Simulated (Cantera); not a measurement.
What does this Cantera script print?

```python
import numpy as np
import cantera as ct

gas_names = """
    C CH CH2 CH3 CH4 C2 C2H C2H2,acetylene C2H2,vinylidene C2H3,vinyl C2H4 C2H5 C2H6 C3 C3H3,propargyl
    C3H4,allene C3H4,propyne C3H4,cyclo- C3H5,allyl C3H6,propylene C3H6,cyclo- C3H7,n-propyl
    C3H7,i-propyl C3H8 C4 C4H2 C4H4,1,3-cyclo- C4H6,butadiene C4H6,2-butyne C4H6,cyclo- C4H8,1-butene
    C4H8,cis2-buten C4H8,tr2-butene C4H8,isobutene C4H8,cyclo- C4H9,n-butyl C4H9,i-butyl C4H9,s-butyl
    C4H9,t-butyl C4H10,isobutane C4H10,n-butane C5 C5H6,1,3cyclo- C5H8,cyclo- C5H10,1-pentene
    C5H10,cyclo- C5H11,pentyl C5H11,t-pentyl C5H12,n-pentane C5H12,i-pentane CH3C(CH3)2CH3 C6H2
    C6H5,phenyl C6H6 C6H10,cyclo- C6H12,1-hexene C6H12,cyclo- C6H13,n-hexyl C7H7,benzyl C7H8
    C7H14,1-heptene C7H15,n-heptyl C7H16,n-heptane C8H8,styrene C8H10,ethylbenz C8H16,1-octene
    C8H17,n-octyl C8H18,isooctane C8H18,n-octane C9H19,n-nonyl C10H8,naphthale C10H21,n-decyl
    C12H9,o-bipheny C12H10,bipheny H H2 Si SiC SiC2 SiC4H12 SiH SiH2 SiH3 SiH4 Si2 Si2C Si3
""".split()
cond_names = """
    C(gr) C6H6(L) C7H8(L) C8H18(L),n-octa Si(cr) Si(L) SiC(b)
""".split()


def load(file, names, dense=False):
    # The tables refer to 1 bar. Condensed volumes are neglected.
    table = {s.name: s for s in ct.Species.list_from_file(file)}
    out = []
    for n in names:
        d = dict(table[n].input_data)
        d["thermo"] = dict(d["thermo"], **{"reference-pressure": 1e5})
        if dense:
            d["equation-of-state"] = {"model": "constant-volume", "density": "1e6 g/cm^3"}
        out.append(ct.Species.from_dict(d))
    return out


gas = ct.Solution(thermo="ideal-gas", species=load("nasa_gas.yaml", gas_names))
cond = {s.name: ct.Solution(thermo="fixed-stoichiometry", species=[s], name=s.name)
        for s in load("nasa_condensed.yaml", cond_names, dense=True)}
atoms = {
    'Si(CH3)4': {'Si': 1, 'C': 4, 'H': 12},
    'C3H8': {'C': 3, 'H': 8},
    'H2': {'H': 2},
    'C2H2': {'C': 2, 'H': 2},
}
top_T = {'C(gr)': 4500, 'SiC(b)': 3050}  # K; cautious upper limits of use, not melting points


def equilibrate(T, P, feed):
    n = {}
    for name, mol in feed.items():
        for a, k in atoms[name].items():
            n[a] = n.get(a, 0.0) + k * mol
    gas.TPX = T, P, n
    mass = sum(n.values()) * gas.mean_molecular_weight
    gas.equilibrate("TP")
    valid = [c for c in cond.values() if c.min_temp <= T <= top_T.get(c.name, c.max_temp)]
    mix = ct.Mixture([(gas, mass / gas.mean_molecular_weight)] + [(c, 0.0) for c in valid])
    mix.T, mix.P = T, P
    mix.equilibrate("TP", solver="vcs", rtol=1e-11, max_steps=5000)
    return mix


results = []
feed = {'Si(CH3)4': 1, 'C3H8': 0.045, 'H2': 7.2, 'C2H2': 0.33}  # mol
P = 1000  # Pa
for T in [1450, 1550, 1650, 1750, 1850, 1950, 2050]:
    mix = equilibrate(T, P, feed)
    results.append((T, P, feed, dict(zip(mix.species_names, mix.species_moles))))
    x = sorted(zip(gas.X, gas.species_names), reverse=True)
    print(f"T = {T:g} K  P = {P:g} Pa  gas = {mix.phase_moles(0):.4g} mol")
    print("   x: " + "  ".join(f"{s} {v:.3e}" for v, s in x if v > 1e-06))
    print("   condensed (mol): " + ("  ".join(f"{mix.phase(i).name} {mix.phase_moles(i):.4g}"
          for i in range(1, mix.n_phases) if mix.phase_moles(i) > 1e-12) or "none"))
```

It prints:

```
T = 1450 K  P = 1000 Pa  gas = 13.71 mol
   x: H2 9.999e-01  H 9.457e-05  CH4 3.301e-05  C2H2,acetylene 4.875e-06
   condensed (mol): C(gr) 3.794  SiC(b) 1
T = 1550 K  P = 1000 Pa  gas = 13.71 mol
   x: H2 9.996e-01  H 3.149e-04  CH4 2.032e-05  C2H2,acetylene 1.604e-05
   condensed (mol): C(gr) 3.794  SiC(b) 1
T = 1650 K  P = 1000 Pa  gas = 13.72 mol
   x: H2 9.990e-01  H 9.080e-04  C2H2,acetylene 4.557e-05  CH4 1.326e-05
   condensed (mol): C(gr) 3.794  SiC(b) 1
T = 1750 K  P = 1000 Pa  gas = 13.73 mol
   x: H2 9.975e-01  H 2.323e-03  C2H2,acetylene 1.146e-04  CH4 9.087e-06  Si 2.857e-06
   condensed (mol): C(gr) 3.792  SiC(b) 0.9999
T = 1850 K  P = 1000 Pa  gas = 13.75 mol
   x: H2 9.943e-01  H 5.372e-03  C2H2,acetylene 2.601e-04  Si 1.940e-05  CH4 6.473e-06  SiH 1.918e-06  SiH2 1.261e-06
   condensed (mol): C(gr) 3.788  SiC(b) 0.9997
T = 1950 K  P = 1000 Pa  gas = 13.79 mol
   x: H2 9.879e-01  H 1.139e-02  C2H2,acetylene 5.399e-04  Si 1.080e-04  SiH 8.212e-06  CH4 4.749e-06  SiH2 3.554e-06  SiC2 3.519e-06  Si2C 2.383e-06  CH3 1.091e-06
   condensed (mol): C(gr) 3.782  SiC(b) 0.9982
T = 2050 K  P = 1000 Pa  gas = 13.87 mol
   x: H2 9.760e-01  H 2.241e-02  C2H2,acetylene 1.036e-03  Si 5.075e-04  SiH 3.033e-05  SiC2 2.636e-05  Si2C 1.709e-05  SiH2 8.980e-06  CH4 3.552e-06  CH3 1.603e-06
   condensed (mol): C(gr) 3.774  SiC(b) 0.9916
```

Method: chemical equilibrium by Gibbs-energy minimisation in Cantera with the NASA 1993 tables (ideal gas, pure condensed phases).
